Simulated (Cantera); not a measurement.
Equilibrium for nitride etching: BN + F2

Input: 1 mol BN, 17 mol F2, equilibrated at 82.5 Torr.

These are equilibrium values from Cantera (NASA tables, ideal gas, pure condensed phases), not measurements of a reactor. Candidate condensed phases: B, BN; 13 gas species. The numbers say what is thermodynamically allowed, not how fast it happens.

From 750 K to 1100 K nothing is condensed. The main B-bearing gas is BF3 throughout.

```tsv
T (K)	x F2	x F	x BF3	x NF3	x N2	x NF2
750	0.865	0.0103	0.0622	0.0620	8.66e-5	2.75e-8
800	0.855	0.0232	0.0616	0.0594	0.00113	1.39e-7
850	0.840	0.0474	0.0601	0.0458	0.00716	4.63e-7
900	0.813	0.0888	0.0576	0.0240	0.0168	8.99e-7
950	0.759	0.153	0.0549	0.0101	0.0224	1.24e-6
1000	0.677	0.243	0.0519	0.00387	0.0240	1.42e-6
1050	0.569	0.358	0.0484	0.00141	0.0235	1.44e-6
1100	0.446	0.487	0.0445	0.000485	0.0220	1.31e-6
```
x: gas mole fraction; nothing condenses.
